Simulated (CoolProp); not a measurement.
Propylene along the isotherm 575 K: density (kg/m³) from the reference equation and from simpler models built on Tc = 364.2 K, pc = 45.55 bar, ω = 0.146; each cubic takes its own stable root.

Values from CoolProp's reference Helmholtz-energy equation of state, Lemmon 2013.

```csv
p (bar),phase,reference,Soave-Redlich-Kwong,Peng-Robinson
15.2,gas,13.70,13.64,13.74
30.4,gas,28.02,27.79,28.19
45.5,gas,42.84,42.30,43.18
60.7,supercritical,58.32,57.28,58.83
75.9,supercritical,74.28,72.54,74.90
91.1,supercritical,90.63,87.95,91.25
106,supercritical,106.9,103.1,107.4
121,supercritical,123.4,118.2,123.6
137,supercritical,140.8,134.0,140.6
152,supercritical,156.8,148.5,156.2
167,supercritical,172.4,162.5,171.4
182,supercritical,187.3,175.9,186.0
197,supercritical,201.4,188.9,200.1
213,supercritical,215.7,202.0,214.4
228,supercritical,228.3,213.7,227.3
```
